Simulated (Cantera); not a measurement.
A perfectly stirred reactor is fed with 32.6 % NH₃, 67.4 % H₂, at 20.3 Torr; it is held at 1775 K, and followed from long to short residence time.

Computed with Cantera and the gas-phase N/H chemistry of the illustrative SiF4/NH3 mechanism in the Surface Chemkin manual (1991). Walls and surfaces, which speed up NH3 decomposition in real reactors, are not modelled.

Q: Predict: x(NH₃) at τ = 0.660 s; x(H₂) at τ = 0.660 s; x(H) at τ = 0.660 s; x(N) at τ = 0.660 s; x(N₂) at τ = 0.660 s; x(NH₃) at τ = 32.0 ms; x(H₂) at τ = 32.0 ms; x(H) at τ = 32.0 ms; x(N) at τ = 32.0 ms; x(N₂) at τ = 32.0 ms.

A: 
- x(NH₃) at τ = 0.660 s: 0.307
- x(H₂) at τ = 0.660 s: 0.686
- x(H) at τ = 0.660 s: 0.000185
- x(N) at τ = 0.660 s: 1.70e-7
- x(N₂) at τ = 0.660 s: 0.00710
- x(NH₃) at τ = 32.0 ms: 0.325
- x(H₂) at τ = 32.0 ms: 0.674
- x(H) at τ = 32.0 ms: 0.000121
- x(N) at τ = 32.0 ms: 5.46e-8
- x(N₂) at τ = 32.0 ms: 0.000138
